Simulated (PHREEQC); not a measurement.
Synthetic water in mg/kgw, 25 °C, pH 3.28, pe 12.4:

| constituent | mg/kgw |
|---|---|
| Na | 150 |
| K | 22.1 |
| Ca | 189 |
| Mg | 46.7 |
| Cl | 214 |
| S(6) as SO4 | 733 |
| Cu(2) | 23.6 |

Valence states are taken as typed.

Equilibrium calculation in PHREEQC: ion-association model, wateq4f.dat.

No solid was allowed to form.

Problem. What ionic strength, charge-balance error does the model give?

Solution. ionic strength 0.0286 mol/kgw; charge-balance error 1.7 %.

Problem. In which forms is Ca present?

Solution. Ca+2 76 %, CaSO4 24 % of the Ca.
